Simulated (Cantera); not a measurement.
Input: 1 mol CCl4, 0.014 mol CH4, equilibrated at 627 °C and 1.00 bar.

Method: chemical equilibrium by Gibbs-energy minimisation in Cantera with the NASA 1993 tables (ideal gas, pure condensed phases). Candidate condensed phases: C, C6H6, C7H8, C8H18; 91 gas species. Gases not in the tables: chlorinated aromatics. Rates play no part.

Base state: Cl2 0.951, HCl 0.0282, CCl4 0.0206, Cl 7.21e-5 (mole fractions); condensed: C(graphite).

What changes in the equilibrium state with this change: pressure from 1.00 bar to 1.30 Pa?


```csv
species,before,after
Cl2,0.951,0.953
HCl,0.0282,0.0273
Cl,7.21e-5,0.0200
CCl4,0.0206,2.68e-7
"C(graphite), mol",0.973,1.01
```

What changes in the equilibrium state with this change: temperature from 627 °C to 3077 °C?


| species | before | after |
|---|---|---|
| Cl | 7.21e-5 | 0.971 |
| HCl | 0.0282 | 0.0123 |
| C3 | <1e-9 | 0.00868 |
| Cl2 | 0.951 | 0.00351 |
| CCl4 | 0.0206 | <1e-9 |
| H | <1e-9 | 0.00145 |
| C | <1e-9 | 0.000996 |
| C(graphite), mol | 0.973 | 0.882 |
The tables' values for CCl are old estimates; treat these amounts as uncertain.

What changes in the equilibrium state with this change: CH4 from 0.014 to 0.24 mol?


```json
[
 {"species": "Cl2", "before": "0.951", "after": "0.601"},
 {"species": "HCl", "before": "0.0282", "after": "0.390"},
 {"species": "CCl4", "before": "0.0206", "after": "0.00822"},
 {"species": "Cl", "before": "7.21e-5", "after": "5.73e-5"},
 {"species": "C(graphite), mol", "before": "0.973", "after": "1.22"}
]
```
